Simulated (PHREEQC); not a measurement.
PHREEQC input (ion-association model, wateq4f.dat):

```
SOLUTION_MASTER_SPECIES
  An  An-  0  An  62.0  # stands for a non-complexing anion
SOLUTION_SPECIES
  An- = An-
    -log_k 0
    -gamma 3.0 0
PHASES
  Fix_H+
    H+ = H+
    -log_k 0
SOLUTION 1
  temp 25
  units mmol/kgw
  pH 7 charge
  As(3) 0.44
  Na 300.459
  F 0.019
  An 300
END
SELECTED_OUTPUT 1
  -reset false
  -pH true
  -pe true
  -ionic_strength true
  -water true
  -totals As F Na As(3) As(5)
  -molalities Hfo_wOH Hfo_wOH2+ Hfo_wO- Hfo_sOH Hfo_sOH2+ Hfo_sO- Hfo_wH2AsO3 Hfo_wF Hfo_wOHF-
  -saturation_indices Arsenolite
USER_PUNCH 1
  -headings sigma psi
  10 PUNCH EDL("sigma", "Hfo"), EDL("psi", "Hfo")
PRINT
  -reset false
USE solution 1
SURFACE 1
  Hfo_wOH 0.000269663 600 0.12
  Hfo_sOH 6.74157e-06
EQUILIBRIUM_PHASES 1
  Fix_H+ -4 HAn 10
    -force_equality true
END
# ... the last block is repeated for the other 12 points of pH, with NaOH or the acid as the point needs
```

Selected output (columns that matter, 13 of 13 rows; pH added in front):

```
pH	mu	As	F	m_Hfo_wOH	m_Hfo_wOH2+	m_Hfo_wO-	m_Hfo_sOH	m_Hfo_sOH2+	m_Hfo_sO-	m_Hfo_wH2AsO3	m_Hfo_wF	si_Arsenolite	sigma	psi
4	0.30065	0.00029257	1.8028e-05	1.8108e-06	0.00011945	6.2886e-10	1.0067e-07	6.6408e-06	3.4962e-11	0.00014743	9.4942e-07	-5.6141	0.16895	0.087
4.5	0.30054	0.00026092	1.8536e-05	2.4663e-06	8.7651e-05	1.5898e-09	1.845e-07	6.5569e-06	1.1893e-10	0.00017908	4.4489e-07	-5.7135	0.12623	0.073312
5	0.3005	0.0002352	1.8801e-05	3.1291e-06	6.1535e-05	3.6451e-09	3.262e-07	6.415e-06	3.7999e-10	0.0002048	1.8444e-07	-5.8037	0.091041	0.058937
5.5	0.30048	0.00021508	1.8919e-05	3.759e-06	4.0891e-05	7.9163e-09	5.6746e-07	6.1729e-06	1.195e-09	0.00022492	7.0928e-08	-5.8816	0.063049	0.044571
6	0.30047	0.00019983	1.8967e-05	4.3229e-06	2.5125e-05	1.7039e-08	9.8907e-07	5.7486e-06	3.8985e-09	0.00024016	2.5909e-08	-5.9461	0.04134	0.031097
6.5	0.30047	0.00018896	1.8986e-05	4.7892e-06	1.3786e-05	3.8116e-08	1.7346e-06	4.9931e-06	1.3805e-08	0.00025103	9.0913e-09	-5.9966	0.025091	0.019571
7	0.30046	0.00018215	1.8993e-05	5.1392e-06	6.5757e-06	9.2013e-08	2.9344e-06	3.7546e-06	5.2538e-08	0.00025785	3.0868e-09	-6.0346	0.013646	0.010823
7.5	0.30046	0.00017877	1.8996e-05	5.4223e-06	2.7678e-06	2.4334e-07	4.3344e-06	2.2126e-06	1.9452e-07	0.00026122	1.0301e-09	-6.0699	0.0060829	0.0048531
8	0.30046	0.00017799	1.8997e-05	5.8367e-06	1.1035e-06	7.0723e-07	5.1453e-06	9.7278e-07	6.2345e-07	0.00026201	3.5066e-10	-6.1312	0.00099167	0.00079233
8.5	0.30045	0.00017997	1.8997e-05	6.8899e-06	4.8202e-07	2.2561e-06	4.8243e-06	3.3751e-07	1.5797e-06	0.00026003	1.309e-10	-6.2819	-0.0040635	-0.0032446
9	0.30045	0.000188	1.8997e-05	9.7976e-06	2.9032e-07	7.5748e-06	3.7396e-06	1.1081e-07	2.8912e-06	0.00025198	5.8864e-11	-6.615	-0.013554	-0.010752
9.5	0.30044	0.00020977	1.8997e-05	1.6841e-05	2.9141e-07	2.2297e-05	2.8795e-06	4.9825e-08	3.8122e-06	0.0002302	3.1997e-11	-7.1641	-0.034669	-0.02651
10	0.30043	0.00025193	1.8998e-05	3.0421e-05	4.1771e-07	5.0756e-05	2.5135e-06	3.4512e-08	4.1936e-06	0.00018802	1.8278e-11	-7.8535	-0.073205	-0.050146
```

Species that the database lacks are ignored.
